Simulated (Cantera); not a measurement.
**Sublimation and decomposition of ceramics: AlN + C + N2**

Input: 1 mol AlN, 0.011 mol C, 3.3 mol N2, at 1302 °C and 101000 Pa.

Cantera equilibrium calculation (NASA polynomials, part measured and part estimated; ideal gas, pure solids and liquids). Candidate condensed phases: Al, AlN, C; 16 gas species. Kinetics and transport are ignored.

| Property | Value |
|---|---|
| x(N2) | 1.00 |
| n(AlN(s)) | 1.00 mol |
| n(C(graphite)) | 0.0110 mol |
| gas amount | 3.300 mol |
| log10 activity of Al(l) (absent) | -4.79 |
